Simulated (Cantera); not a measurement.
An adiabatic, constant-volume homogeneous reactor starts with CH3OH : O2 : N2 : H2O = 1 : 2.88 : 10.8 : 1.9 (molar parts), at 1375 K and 14300 Torr. Integrator tolerance rtol = 1e-08.

Model: GRI-Mech 3.0 (53 species, 325 reactions), integrated in Cantera. GRI-Mech 3.0 was tuned for natural gas; its chemistry of methanol as a main component is partial and can be far from experiment. The pressure lies above the range GRI-Mech 3.0 was tuned for (to about 10 atm).

**Question.** What does this change do: pressure from 14300 Torr to 19500 Torr?

**Answer.** 
```csv
quantity,before,after
time of steepest temperature rise,68.3 µs,55.6 µs
temperature at 0.700 s,2509 K,2514 K
equilibrium temperature,2509 K,2514 K
x(CH3OH) at 0.700 s,<1e-12 (gas-phase equilibrium <1e-12),<1e-12 (gas-phase equilibrium <1e-12)
x(O2) at 0.700 s,0.0734 (gas-phase equilibrium 0.0734),0.0733 (gas-phase equilibrium 0.0733)
x(H2O) at 0.700 s,0.223 (gas-phase equilibrium 0.223),0.224 (gas-phase equilibrium 0.224)
x(CH4) at 0.700 s,<1e-12 (gas-phase equilibrium <1e-12),<1e-12 (gas-phase equilibrium <1e-12)
x(CH2) at 0.700 s,<1e-12 (gas-phase equilibrium <1e-12),<1e-12 (gas-phase equilibrium <1e-12)
x(H) at 0.700 s,0.000130 (gas-phase equilibrium 0.000130),0.000106 (gas-phase equilibrium 0.000106)
```

**Question.** What does this change do: CH3OH 1 to 1.4 parts?

**Answer.** 
```csv
quantity,before,after
time of steepest temperature rise,68.3 µs,63.0 µs
temperature at 0.700 s,2509 K,2768 K
equilibrium temperature,2509 K,2768 K
x(CH3OH) at 0.700 s,<1e-12 (gas-phase equilibrium <1e-12),<1e-12 (gas-phase equilibrium <1e-12)
x(O2) at 0.700 s,0.0734 (gas-phase equilibrium 0.0734),0.0390 (gas-phase equilibrium 0.0390)
x(H2O) at 0.700 s,0.223 (gas-phase equilibrium 0.223),0.252 (gas-phase equilibrium 0.252)
x(CH4) at 0.700 s,<1e-12 (gas-phase equilibrium <1e-12),<1e-12 (gas-phase equilibrium <1e-12)
x(CH2) at 0.700 s,<1e-12 (gas-phase equilibrium <1e-12),<1e-12 (gas-phase equilibrium <1e-12)
x(H) at 0.700 s,0.000130 (gas-phase equilibrium 0.000130),0.000722 (gas-phase equilibrium 0.000722)
```
